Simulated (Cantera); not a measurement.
Feed: 1 mol CuO, 2.2 mol CH4, 0.38 mol H2, held at 3.00 bar.

Cantera equilibrium calculation (NASA polynomials, part measured and part estimated; ideal gas, pure solids and liquids). Candidate condensed phases: C, C6H6, C7H8, C8H18, Cu, CuO, Cu(OH)2, Cu2O, H2O; 113 gas species. The numbers say what is thermodynamically allowed, not how fast it happens.

x: gas mole fraction; n: condensed amount in mol.

```json
[
 {"T (K)": "1175", "x H2": "0.785", "x CO": "0.164", "x CH4": "0.0354", "x H2O": "0.0134", "n C(graphite)": "1.09", "n Cu(s)": "1.00", "n Cu(l)": "0"},
 {"T (K)": "1275", "x H2": "0.805", "x CO": "0.171", "x CH4": "0.0180", "x H2O": "0.00482", "n C(graphite)": "1.13", "n Cu(s)": "1.00", "n Cu(l)": "0"},
 {"T (K)": "1375", "x H2": "0.815", "x CO": "0.173", "x CH4": "0.00992", "x H2O": "0.00194", "n C(graphite)": "1.16", "n Cu(s)": "0", "n Cu(l)": "1.000"},
 {"T (K)": "1475", "x H2": "0.820", "x CO": "0.173", "x CH4": "0.00586", "x H2O": "0.000879", "n C(graphite)": "1.17", "n Cu(s)": "0", "n Cu(l)": "1.000"},
 {"T (K)": "1575", "x H2": "0.823", "x CO": "0.173", "x CH4": "0.00369", "x H2O": "0.000439", "n C(graphite)": "1.18", "n Cu(s)": "0", "n Cu(l)": "1.000"},
 {"T (K)": "1675", "x H2": "0.824", "x CO": "0.173", "x CH4": "0.00245", "x H2O": "0.000238", "n C(graphite)": "1.19", "n Cu(s)": "0", "n Cu(l)": "1.000"},
 {"T (K)": "1775", "x H2": "0.825", "x CO": "0.173", "x CH4": "0.00171", "x H2O": "0.000138", "n C(graphite)": "1.19", "n Cu(s)": "0", "n Cu(l)": "0.999"},
 {"T (K)": "1875", "x H2": "0.825", "x CO": "0.173", "x CH4": "?", "x H2O": "?", "n C(graphite)": "1.19", "n Cu(s)": "0", "n Cu(l)": "0.998"},
 {"T (K)": "1975", "x H2": "0.824", "x CO": "0.173", "x CH4": "?", "x H2O": "?", "n C(graphite)": "1.19", "n Cu(s)": "0", "n Cu(l)": "0.993"},
 {"T (K)": "2075", "x H2": "0.821", "x CO": "0.172", "x CH4": "0.000710", "x H2O": "3.74e-5", "n C(graphite)": "1.18", "n Cu(s)": "0", "n Cu(l)": "0.984"},
 {"T (K)": "2175", "x H2": "0.817", "x CO": "0.172", "x CH4": "0.000556", "x H2O": "2.61e-5", "n C(graphite)": "1.18", "n Cu(s)": "0", "n Cu(l)": "0.962"}
]
```

Question: Fill in the missing entries.

Answer: 
- 1975, x CH4: 0.000924
- 1975, x H2O: 5.54e-5
- 1875, x CH4: 0.00124
- 1875, x H2O: 8.54e-5
